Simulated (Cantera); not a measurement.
An isothermal, constant-pressure homogeneous reactor starts with CH₄ : N₂ = 1 : 33 (molar parts), at 1500 K and 1.00 bar.

Computed with Cantera and GRI-Mech 3.0 (53 species, 325 reactions). GRI-Mech 3.0 stops at C3 and has no aromatics, soot or wall deposition, so with more carbon than oxygen in the feed, carbon stays in small species such as C2H2 where larger ones or solid carbon would form.

Question: Predict: x(CH₄) at 2.00 s; x(H) at 2.00 s; x(C₂H₄) at 2.00 s; x(C₂H₂) at 2.00 s; x(C₂H) at 2.00 s.

Answer: 
```json
{
  "x(CH₄) at 2.00 s": "0.00871 (gas-phase equilibrium 0.000361)",
  "x(H) at 2.00 s": "2.49e-6 (gas-phase equilibrium 3.65e-6)",
  "x(C₂H₄) at 2.00 s": "0.000114 (gas-phase equilibrium 2.86e-5)",
  "x(C₂H₂) at 2.00 s": "0.00993 (gas-phase equilibrium 0.00240)",
  "x(C₂H) at 2.00 s": "1.55e-9 (gas-phase equilibrium 3.89e-10)"
}
```
